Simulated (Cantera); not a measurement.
Feed: 1 mol Si₃N₄, 0.32 mol CO₂, 3.2 mol N₂, held at 0.00330 Torr.

Cantera equilibrium calculation (NASA polynomials, part measured and part estimated; ideal gas, pure solids and liquids). Candidate condensed phases: C, Si, SiC, SiO₂, Si₂N₂O, Si₃N₄; 34 gas species. Mutual solubility and eutectic melting of coexisting phases are not modelled. The tables' values for SiN are old estimates; treat these amounts as uncertain. Equilibrium is a limit: real reactors are often held back by kinetics, nucleation or transport.

log p: log10 of the partial pressure in bar; n: condensed amount in mol.

```
T (°C)  log p N₂  log p Si   log p SiO    log p CO  log p Si₂C  n Si(s)    n SiC(s)  n Si(l)
------  --------  --------  ----------  ----------  ----------  -------  ----------  -------
1402       -5.45     -6.36       -6.38       -7.70       -8.65     1.44       0.287        0
1452       -5.52     -5.99       -6.46       -7.65       -8.15        0       0.269    0.315
1502       -5.55     -5.91  (withheld)  (withheld)       -7.94        0  (withheld)        0
1552       -5.57     -5.87       -6.75       -6.81       -7.98        0           0        0
1602       -5.57     -5.86       -6.77       -6.79       -8.54        0           0        0
1652       -5.57     -5.86       -6.78       -6.78       -9.11        0           0        0
1702       -5.57     -5.86       -6.78       -6.78       -9.66        0           0        0
```

Problem. What belongs in the gaps?

Solution. 
- 1502, log p SiO: -6.57
- 1502, log p CO: -7.12
- 1502, n SiC(s): 0.157
